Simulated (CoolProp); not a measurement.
Saturated liquid density (kg/m³) of water: the reference equation beside estimates from Tc = 647.1 K, pc = 22.06 MPa, ω = 0.344. Rackett uses Z = 0.29056 − 0.08775 ω.

Computed with CoolProp (reference Helmholtz-energy equation of state, Wagner 2002).

```tsv
T (K)	reference	Rackett	van der Waals	Redlich-Kwong	Peng-Robinson
516.6	(withheld)	665.0	381.5	539.4	(withheld)
527.8	791.9	(withheld)	373.4	524.8	636.4
539	774.3	636.0	364.9	509.4	618.5
550.2	755.5	620.4	(withheld)	493.2	599.3
561.4	735.2	603.9	346.3	476.0	578.5
572.6	713.3	(withheld)	336.1	(withheld)	555.9
583.8	689.2	567.3	(withheld)	437.9	531.1
595.1	662.2	546.2	312.9	416.2	503.3
606.3	631.8	522.8	299.4	392.5	472.2
617.5	595.9	495.5	283.9	365.5	436.3
628.7	550.6	461.6	265.2	333.3	392.7
```

Problem. What belongs in the gaps?

Solution. 
- 516.6, reference: 808.5
- 516.6, Peng-Robinson: 653.1
- 527.8, Rackett: 650.9
- 550.2, van der Waals: 355.9
- 572.6, Rackett: 586.3
- 572.6, Redlich-Kwong: 457.7
- 583.8, van der Waals: 325.1

Absolute difference from the reference over all 11 rows, mean and median: Rackett 17.5 and 17.7 %, van der Waals 52.7 and 52.8 %, Redlich-Kwong 36.1 and 35.8 %, Peng-Robinson 22.8 and 22.1 %.
